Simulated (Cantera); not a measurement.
Cantera run, input and output.

```python
import numpy as np
import cantera as ct

gas = ct.Solution("h2o2.yaml")
gas.TPX = 1150, 2666, {'H2': 0.32, 'O2': 1}
reactor = ct.IdealGasConstPressureReactor(gas, energy="off", clone=False)
net = ct.ReactorNet([reactor])
net.rtol, net.atol = 1e-08, 1e-18
show = ['H2', 'O2', 'HO2', 'H2O', 'O', 'OH']
times = np.geomspace(0.0002, 1, 14)

steps = ct.SolutionArray(gas, extra=["t"])
rows = []
print(f"{'t/s':>10s}{'T/K':>9s}{'P/Pa':>11s}" + "".join(f"{s:>11s}" for s in show))
for t in times:
    while net.time < t:
        t_next = net.step()
        steps.append(gas.state, t=t_next)
    rows.append([np.interp(t, steps.t, y) for y in (steps.T, steps.P, *steps(*show).X.T)])
    print(f"{t:10.3e}{rows[-1][0]:9.1f}{rows[-1][1]:11.4g}" + "".join(f"{x:11.3e}" for x in rows[-1][2:]))
rate = np.gradient(steps.T, steps.t)
print("integrator steps:", len(steps.t))
if steps.T.max() > steps.T[0] + 200:
    print(f"time of steepest temperature rise: {steps.t[rate.argmax()]:.4e} s")
gas.TPX = 1150, 2666, {'H2': 0.32, 'O2': 1}
gas.equilibrate("TP")
print(f"equilibrium (TP): T = {gas.T:.1f} K  " + "  ".join(f"{s} {gas[s].X[0]:.3e}" for s in show))
```

Result:

```
       t/s      T/K       P/Pa         H2         O2        HO2        H2O          O         OH
 2.000e-04   1150.0       2666  2.424e-01  7.576e-01  2.890e-08  5.912e-07  2.071e-07  1.119e-07
 3.851e-04   1150.0       2666  2.423e-01  7.575e-01  4.252e-07  6.057e-05  2.042e-05  1.102e-05
 7.415e-04   1150.0       2666  1.054e-01  6.878e-01  1.592e-05  9.948e-02  3.124e-02  1.171e-02
 1.428e-03   1150.0       2666  1.175e-02  6.538e-01  2.213e-05  2.027e-01  5.641e-02  9.125e-03
 2.749e-03   1150.0       2666  7.220e-03  6.866e-01  2.423e-05  2.395e-01  3.163e-02  7.213e-03
 5.293e-03   1150.0       2666  2.671e-03  7.115e-01  2.202e-05  2.649e-01  1.107e-02  4.281e-03
 1.019e-02   1150.0       2666  6.476e-04  7.209e-01  1.391e-05  2.732e-01  2.615e-03  2.031e-03
 1.962e-02   1150.0       2666  1.432e-04  7.232e-01  6.024e-06  2.750e-01  5.799e-04  9.509e-04
 3.778e-02   1150.0       2666  3.559e-05  7.238e-01  2.175e-06  2.755e-01  1.493e-04  4.845e-04
 7.275e-02   1150.0       2666  1.052e-05  7.240e-01  7.948e-07  2.757e-01  4.636e-05  2.707e-04
 1.401e-01   1150.0       2666  3.635e-06  7.241e-01  3.142e-07  2.758e-01  1.677e-05  1.629e-04
 2.697e-01   1150.0       2666  1.414e-06  7.241e-01  1.344e-07  2.758e-01  6.764e-06  1.034e-04
 5.194e-01   1150.0       2666  5.988e-07  7.241e-01  6.164e-08  2.758e-01  2.941e-06  6.817e-05
 1.000e+00   1150.0       2666  2.691e-07  7.241e-01  3.046e-08  2.758e-01  1.347e-06  4.611e-05
integrator steps: 1687
equilibrium (TP): T = 1150.0 K  H2 8.586e-09  O2 7.241e-01  HO2 1.275e-08  H2O 2.759e-01  O 4.360e-08  OH 8.278e-06
```

Model: the H2/O2 subset of GRI-Mech 3.0, which has no nitrogen chemistry, integrated in Cantera. Radical loss at walls, strong at low pressure, is not modelled. The temperature is held fixed by assumption; the heat of reaction is taken as removed at once.
